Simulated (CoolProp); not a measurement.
The numbers come from the reference Helmholtz-energy equation of state, Leachman 2009 in CoolProp.

Task: For normal hydrogen, give the phase and the cv (kJ/(kg K)), speed of sound (m/s), viscosity (µPa s) at -227.15 °C and 0.997 bar.

Result: 
- -227.15 °C and 0.997 bar: gas; cv 6.22, speed of sound 560, viscosity 2.24

Viscosity comes from a separate model (Muzny 2013).
